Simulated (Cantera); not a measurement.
An isothermal, constant-pressure homogeneous reactor starts with H2 : O2 : N2 = 0.93 : 1 : 18 (molar parts), equivalence ratio 0.47, at 1225 K and 0.133 bar.

Detailed kinetics in Cantera: GRI-Mech 3.0 (53 species, 325 reactions). The temperature is held fixed by assumption; the heat of reaction is taken as removed at once.

One state of this run: x H2 = 2.27e-6; x O2 = 0.0275; x HO2 = 4.72e-8; x NO = 5.94e-6; x H = 1.58e-7. x: mole fraction; the columns are a selection and need not sum to one.

Q: Which value of t (s) does it belong to?
(A) 1.00e-6
(B) 2.83e-5
(C) 0.212
(D) 0.00747

A: C, 0.212
